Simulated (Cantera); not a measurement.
An isothermal, constant-pressure homogeneous reactor starts with 27.0 % CH4, 73.0 % H2, at 1425 K and 2670 Pa.

Model: GRI-Mech 3.0 (53 species, 325 reactions), integrated in Cantera. GRI-Mech 3.0 stops at C3 and has no aromatics, soot or wall deposition, so with more carbon than oxygen in the feed, carbon stays in small species such as C2H2 where larger ones or solid carbon would form. Radical loss at walls, strong at low pressure, is not modelled.

Predict: x(CH4) at 20.0 s; x(H2) at 20.0 s; x(C2H2) at 20.0 s; x(C2H4) at 20.0 s; x(CH2) at 20.0 s; x(CH3) at 20.0 s.

x(CH4) at 20.0 s: 0.195 (gas-phase equilibrium 0.0139)
x(H2) at 20.0 s: 0.775 (gas-phase equilibrium 0.885)
x(C2H2) at 20.0 s: 0.0289 (gas-phase equilibrium 0.0996)
x(C2H4) at 20.0 s: 0.000782 (gas-phase equilibrium 0.00146)
x(CH2) at 20.0 s: 1.83e-9 (gas-phase equilibrium 4.18e-10)
x(CH3) at 20.0 s: 9.98e-5 (gas-phase equilibrium 1.25e-5)
